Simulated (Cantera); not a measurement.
# Reactions in the system Cl-Mg-O

Source: NASA polynomial tables (part measured, part estimated), evaluated in Cantera. Values are per mole of reaction as written; species without (g) are pure solids or liquids, kept so even where they would boil at 1 bar.

2 MgCl2(g) + O2(g) = 2 MgO + 2 Cl2(g)

```csv
T (K),ΔH° (kJ),ΔS° (J/K),ΔG° (kJ),log10 K
2325,-376.9,-225.8,148.0,-3.32
2400,-374.7,-224.8,164.9,-3.59
2475,-372.4,-223.9,181.7,-3.83
2550,-370.1,-223.0,198.4,-4.06
2625,-367.7,-222.0,215.1,-4.28
```
